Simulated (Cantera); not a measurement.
Input (Python, Cantera) and output of one run.

```python
import numpy as np
import cantera as ct

gas_names = """
    H2O H
""".split()
cond_names = """
    V2O3(s) V2O3(L) V2O4(I) V2O4(II) V2O4(L)
""".split()


# ... load() reads the species with a 1 bar reference pressure and builds the phases ...
species = {s.name: s for s in load("nasa_gas.yaml", gas_names) + load("nasa_condensed.yaml", cond_names)}
# Each term lists the table entries of one substance; the one whose range holds T is used.
reactions = {
    'H2O(g) + V2O3 = 2 H(g) + V2O4':
        [(-1, ['H2O']), (-1, ['V2O3(s)', 'V2O3(L)']), (2, ['H']), (1, ['V2O4(I)', 'V2O4(II)', 'V2O4(L)'])],
}


def pick(names, T):
    return next(species[n] for n in names if species[n].thermo.min_temp <= T <= species[n].thermo.max_temp)


results = []
for label, terms in reactions.items():
    print(label)
    print("     T/K   dH/kJ  dS/(J/K)   dG/kJ   log10 K")
    for T in [300, 1575, 1625, 1675, 1725, 1775, 1825, 1875]:
        used = [(nu, pick(names, T)) for nu, names in terms]
        dH = sum(nu * s.thermo.h(T) for nu, s in used) / 1e6
        dS = sum(nu * s.thermo.s(T) for nu, s in used) / 1e3
        dG = dH - T * dS / 1e3
        logK = -dG * 1e6 / (ct.gas_constant * T * np.log(10))
        results.append((label, T, dH, dS, dG, logK, [s.name for _, s in used]))
        print(f"{T:8g} {dH:8.1f} {dS:8.1f} {dG:8.1f} {logK:8.2f}")
```

Result:

```
H2O(g) + V2O3 = 2 H(g) + V2O4
     T/K   dH/kJ  dS/(J/K)   dG/kJ   log10 K
     300    469.4     46.1    455.6   -79.33
    1575    505.9    110.4    332.0   -11.01
    1625    506.4    110.7    326.5   -10.49
    1675    506.9    111.0    320.9   -10.01
    1725    507.3    111.2    315.4    -9.55
    1775    507.6    111.5    309.8    -9.12
    1825    620.2    173.4    303.7    -8.69
    1875    622.2    174.5    295.0    -8.22
```

Cantera with NASA thermochemical tables; ideal gases at 1 bar, condensed phases pure. Condensed species are held in their standard states even where they would react or evaporate.
